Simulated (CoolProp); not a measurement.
Vapour-liquid equilibrium of R13 (1) + R11 (2) at 255.4 K; x and y are mole fractions of (1).

Computed with CoolProp (multi-fluid Helmholtz-energy mixture model, Platzer 1990 and Jacobsen 1992; pair parameters Bell 2016). This equation is an older, rougher fit; its heat capacities, sound speeds and derivatives of the liquid may be far off and weren't checked against measurements.

| x | bubble pressure, mixture model (MPa) | bubble pressure, Raoult's law (MPa) | y, mixture model | y, Raoult's law |
|---|---|---|---|---|
| 0.05 | … | 0.07773 | 0.844 | 0.784 |
| 0.125 | 0.2411 | 0.1679 | 0.929 | 0.908 |
| 0.2 | 0.3557 | 0.2580 | 0.953 | 0.945 |
| 0.275 | … | 0.3481 | 0.964 | 0.963 |
| 0.35 | 0.5473 | 0.4383 | 0.971 | 0.974 |
| 0.425 | 0.6280 | 0.5284 | 0.976 | 0.981 |
| 0.5 | 0.7016 | 0.6186 | 0.979 | 0.986 |
| 0.575 | 0.7703 | 0.7087 | 0.982 | 0.989 |
| 0.65 | 0.8368 | 0.7988 | … | 0.992 |
| 0.725 | 0.9039 | 0.8890 | … | 0.995 |
| 0.8 | 0.9750 | 0.9791 | 0.990 | 0.996 |
| 0.875 | 1.054 | 1.069 | 0.993 | 0.998 |
| 0.95 | 1.147 | 1.159 | 0.997 | 0.999 |

Some entries are withheld; supply them.


- 0.05, bubble pressure, mixture model (MPa): 0.1121
- 0.275, bubble pressure, mixture model (MPa): 0.4572
- 0.65, y, mixture model: 0.985
- 0.725, y, mixture model: 0.988

The largest gap from Raoult's law is +44.2 % in bubble pressure, at x = 0.05. No azeotrope shows between x = 0.05 and 0.95.

Pair parameters are fitted to limited data, so mixtures are less certain than the pure fluids. The gap from Raoult's law changes sign with composition, which may be real or a fault of the pair parameters; it wasn't checked against measurements.
